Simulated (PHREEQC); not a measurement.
Make-up at 25 °C: 0.16 mol/kgw NaBr, 0.00025 mol/kgw Na2SO4 and 0.00016 mol/kgw MgCl2. Closed to the air; pH follows from the charge balance.

Equilibrium calculation in PHREEQC: ion-association model, phreeqc.dat.

This is a speciation only: nothing precipitates in the calculation.

**Question.** What specific conductance, density does the model give?

**Answer.** specific conductance 16200 µS/cm; density 1.010 g/cm³.

**Question.** In which forms is S present?

**Answer.** SO4-2 79 %, NaSO4- 20 % of the S.

Species that the database lacks are ignored.
